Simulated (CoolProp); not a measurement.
The numbers come from the reference Helmholtz-energy equation of state, Lemmon 2005 in CoolProp. It is a short technical equation, of lower accuracy than the large ones.

### Question
For trans-2-butene, give the phase and the density (kg/m³), cp (kJ/(kg K)), cv (kJ/(kg K)), isothermal compressibility (1/MPa) at 346.5 K and 4420 kPa; 400.2 K and 4420 kPa; 435.9 K and 4420 kPa.

### Answer
- 346.5 K and 4420 kPa: liquid; density 545, cp 2.56, cv 1.76, isothermal compressibility 0.00508
- 400.2 K and 4420 kPa: liquid; density 453, cp 3.16, cv 1.96, isothermal compressibility 0.0190
- 435.9 K and 4420 kPa: supercritical; density 197, cp 15.2, cv 2.29, isothermal compressibility 1.90
